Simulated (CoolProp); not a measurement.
CF4 (R14) at 246.37 K and 0.745 MPa is throttled through a valve to 0.504 MPa with no heat exchange. Each further row changes one setting.

Computed with CoolProp (reference Helmholtz-energy equation of state, Platzer 1990). This equation is an older, rougher fit.

| case | temperature change (K) | final density (kg/m³) |
|---|---|---|
| as stated | … | … |
| outlet pressure 0.151 MPa | … | … |
| outlet pressure 0.655 MPa | … | … |

**Question.** What belongs in the gaps?

**Answer.** 
- as stated, temperature change (K): -2.1
- as stated, final density (kg/m³): 22.7
- outlet pressure 0.151 MPa, temperature change (K): -5.3
- outlet pressure 0.151 MPa, final density (kg/m³): 6.71
- outlet pressure 0.655 MPa, temperature change (K): -0.8
- outlet pressure 0.655 MPa, final density (kg/m³): 29.6
